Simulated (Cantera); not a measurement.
Charge: 1 mol PbS, 11 mol H2, 0.76 mol N2, equilibrated at 16.0 Pa.

These are equilibrium values from Cantera (NASA tables, ideal gas, pure condensed phases), not measurements of a reactor. Candidate condensed phases: Pb, PbS, S; 18 gas species. The numbers say what is thermodynamically allowed, not how fast it happens.

Q: At 1150 °C, list the 4 most abundant gas species with their mole fractions, and the condensed phases.

A: H2 0.837, N2 0.0584, Pb 0.0450, PbS 0.0319. Condensed: gas only.
